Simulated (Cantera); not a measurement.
Input: 1 mol FeS2, 3.2 mol O2, equilibrated at 1625 K and 1 atm.

These are equilibrium values from Cantera (NASA tables, ideal gas, pure condensed phases), not measurements of a reactor. Candidate condensed phases: Fe, FeO, FeS, FeSO4, FeS2, Fe2O3, Fe2(SO4)3, Fe3O4, S; 12 gas species. The numbers say what is thermodynamically allowed, not how fast it happens.

Base state: SO2 0.812, O2 0.181, SO3 0.00722 (mole fractions); condensed: Fe2O3(s).

What changes in the equilibrium state with this change: pressure from 1 atm to 13.0 bar?


| species | before | after |
|---|---|---|
| SO2 | 0.812 | 0.802 |
| O2 | 0.181 | 0.173 |
| SO3 | 0.00722 | 0.0250 |
| Fe2O3(s), mol | 0.500 | 0.500 |
